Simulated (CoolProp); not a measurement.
Vapour-liquid equilibrium of nitrogen (1) + carbon monoxide (2) at 6.84 bar; x and y are mole fractions of (1).

Values from CoolProp's multi-fluid Helmholtz-energy mixture model, Span 2000 and Lemmon 2006; pair parameters Gernert 2013.

```csv
x,"bubble temperature, mixture model (°C)","bubble temperature, Raoult's law (°C)","y, mixture model","y, Raoult's law"
0.05,-170.3,-170.3,0.068,0.069
0.2,-171.2,-171.1,0.256,0.262
0.35,-172.1,-171.9,0.424,0.434
0.5,-172.9,-172.7,0.574,0.588
0.65,-173.6,-173.4,0.711,0.727
0.8,-174.3,-174.1,0.837,0.852
0.95,-174.8,-174.8,0.959,0.965
```

The largest gap from Raoult's law is -0.2 K in bubble temperature, at x = 0.5. No azeotrope shows between x = 0.05 and 0.95.

Pair parameters are fitted to limited data, so mixtures are less certain than the pure fluids.
